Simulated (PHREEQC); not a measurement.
A PHREEQC input (ion-association model, phreeqc.dat):

```
SOLUTION 1
  temp 25
  units mg/kgw
  pH 6.84 charge
  pe 11.8
  Na 0.149
  K 0.323
  Ca 0.0376
  Mg 0.0049
  Cl 0.387
  S(6) 0.184 as SO4
  Alkalinity 0.189 as HCO3
  Ba 0.000505
END
USE solution 1
EQUILIBRIUM_PHASES 1
  CO2(g) -3.4 10
END
```

It stops with these messages:

```
ERROR: pH adustment cannot attain charge balance when alkalinity is fixed.
ERROR: Program terminating due to input errors.
```

The fault: pH asked from the charge balance while alkalinity is fixed. The line should read `pH 6.84` where the input has `pH 6.84 charge`. With the mend the run ends at pH 5.87 and ionic strength 2.19e-5 mol/kgw.
